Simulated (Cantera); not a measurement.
A closed system holds: 1 mol FeS₂, 1.8 mol H₂, at 1048.15 K and 1 atm.

Method: chemical equilibrium by Gibbs-energy minimisation in Cantera with the NASA 1993 tables (ideal gas, pure condensed phases). Candidate condensed phases: Fe, FeS, FeS₂, S; 8 gas species. FeS: taken at fixed stoichiometry. Gases not in the tables: S₃ to S₇. Kinetics and transport are ignored.

Base state: H₂S 0.555, H₂ 0.445, S₂ 0.000225, SH 1.24e-5 (mole fractions); condensed: FeS(s).

What changes in the equilibrium state with this change: FeS₂ replaced by PbO?


| species | before | after |
|---|---|---|
| H₂O | 0 | 0.556 |
| H₂ | 0.445 | 0.444 |
| Pb | 0 | 4.42e-5 |
| H₂S | 0.555 | 0 |
| S₂ | 0.000225 | 0 |
| SH | 1.24e-5 | 0 |
| FeS(s), mol | 1.00 | 0 |
| Pb(l), mol | 0 | 1.000 |
Further candidate phases: H₂O, Pb, PbO, PbO₂, Pb₃O₄.
